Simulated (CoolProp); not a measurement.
Values from CoolProp's reference Helmholtz-energy equation of state, Gao 2016.

Give the vapour pressure (kPa), liquid density (kg/m³), vapour density (kg/m³) of saturated sulfur dioxide at 294.5, 324.9 K.


```json
[
 {"T (K)": "294.5", "p (kPa)": "346", "liquid density (kg/m³)": "1380", "vapour density (kg/m³)": "9.68"},
 {"T (K)": "324.9", "p (kPa)": "883", "liquid density (kg/m³)": "1290", "vapour density (kg/m³)": "23.8"}
]
```
